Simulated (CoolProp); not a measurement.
Vapour-liquid equilibrium of cyclopropane (1) + R134a (2) at 813 kPa; x and y are mole fractions of (1).

The numbers come from the multi-fluid Helmholtz-energy mixture model, Polt 1992 and Tillner-Roth 1994; pair parameters Bell 2016 in CoolProp. This equation is an older, rougher fit; its heat capacities, sound speeds and derivatives of the liquid may be far off and weren't checked against measurements.

Q: Give the bubble temperature and the first vapour's composition at x = 0.35, 0.425, 0.725. Is there an azeotrope?

A: x = 0.35: 293.8 K, y = 0.452; x = 0.425: 293.2 K, y = 0.495; x = 0.725: 293.4 K, y = 0.645. y crosses x between x = 0.5 and 0.575: the model has an azeotrope there.

The pair parameters rest on a limited set of measurements; away from them the model extrapolates.
